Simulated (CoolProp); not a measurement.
20 sccm (0 °C, 1 atm) of nitrogen bubbles through liquid the fluoroketone C6F12O (FK-5-1-12) at 287.8 K and leaves saturated at a total pressure of 0.15 MPa (ideal gas phase). Each further row changes one setting.

Values from CoolProp's reference Helmholtz-energy equation of state, McLinden 2015.

| case | vapour pressure (kPa) | mole fraction of vapour | delivery (mg/min) | delivery (sccm) | change of delivery for a bath 1 K warmer (%) |
|---|---|---|---|---|---|
| as stated | 25.6 | 0.171 | 58.1 | 4.12 | 5.7 |
| bath temperature 292.8 K | 32.1 | 0.214 | 76.7 | ___ | 5.8 |
| total pressure 0.3 MPa | 25.6 | 0.0854 | ___ | 1.87 | ___ |

**Question.** What belongs in the gaps?

**Answer.** 
- bath temperature 292.8 K, delivery (sccm): 5.44
- total pressure 0.3 MPa, delivery (mg/min): 26.3
- total pressure 0.3 MPa, change of delivery for a bath 1 K warmer (%): 5.1
